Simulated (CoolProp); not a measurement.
Vapour-liquid equilibrium of cyclohexane (1) + n-octane (2) at 363.9 K; x and y are mole fractions of (1).

Model: multi-fluid Helmholtz-energy mixture model, Zhou 2014 and Beckmüller 2019; pair parameters Bell 2016, in CoolProp.

**Question.** Give the bubble pressure and the first vapour's composition at x = 0.05, 0.5, 0.95. Is there an azeotrope?

**Answer.** x = 0.05: 0.03929 MPa, y = 0.166; x = 0.5: 0.08480 MPa, y = 0.790; x = 0.95: 0.1305 MPa, y = 0.986. No azeotrope shows between x = 0.05 and 0.95.

The pair parameters rest on a limited set of measurements; away from them the model extrapolates.
